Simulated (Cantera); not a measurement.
A closed system holds: 1 mol LiOH, 0.066 mol H₂O, equilibrated at 1025 K and 13.3 mbar.

Method: chemical equilibrium by Gibbs-energy minimisation in Cantera with the NASA 1993 tables (ideal gas, pure condensed phases). Candidate condensed phases: H₂O, Li, LiH, LiOH, Li₂O; 17 gas species. Rates play no part.

Base state: H₂O 1.000, LiOH 0.000328, Li₂(OH)₂ 1.78e-5 (mole fractions); condensed: Li₂O(s).

What changes in the equilibrium state with this change: temperature from 1025 K to 1848.15 K?


```tsv
species	before	after
LiOH	0.000328	0.836
H₂O	1.000	0.102
Li₂O	<1e-9	0.0315
Li	<1e-9	0.0218
LiO	<1e-9	0.000545
H	<1e-9	0.000145
O	<1e-9	0.000122
Li₂O₂	<1e-9	7.61e-5
OH	7.70e-8	0.00109
Li₂O(s), mol	0.500	0
```
